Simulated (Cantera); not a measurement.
Standard-state values (1 bar) from the NASA 1993 polynomials, evaluated with Cantera. Values are per mole of reaction as written; species without (g) are pure solids or liquids, kept so even where they would boil at 1 bar.

4 TiCl₃(g) + 3 C ⇌ 3 CCl₄(g) + 4 Ti, with ΔH° = 1870.0 kJ and ΔS° = -231.3 J/K at 300 K.

Task: How far is the shortcut ΔG° ≈ ΔH°(300 K) − T·ΔS°(300 K) from the full temperature-dependent value at 673, 723, 773, 823, 873, 923, 973 K?

Result: 
```tsv
T (K)	shortcut (kJ)	full (kJ)	difference (kJ)	difference in log10 K
673	2025.7	2020.3	5.3	-0.41
723	2037.2	2030.6	6.6	-0.48
773	2048.8	2040.8	8.0	-0.54
823	2060.4	2050.9	9.5	-0.60
873	2071.9	2060.8	11.1	-0.66
923	2083.5	2070.7	12.8	-0.72
973	2095.0	2080.5	14.5	-0.78
```
The shortcut ignores the heat-capacity change of the reaction.
